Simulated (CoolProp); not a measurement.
Values from CoolProp's reference Helmholtz-energy equation of state, Lemmon 2006. It is a short technical equation, of lower accuracy than the large ones.

Problem. For CH3F (R41), give the phase and the density (kg/m³), cv (kJ/(kg K)), Joule-Thomson coefficient (K/MPa), isothermal compressibility (1/MPa) at 341.1 K and 1640 kPa.

Solution. 
- 341.1 K and 1640 kPa: gas; density 21.6, cv 0.996, Joule-Thomson coefficient 11.9, isothermal compressibility 0.672
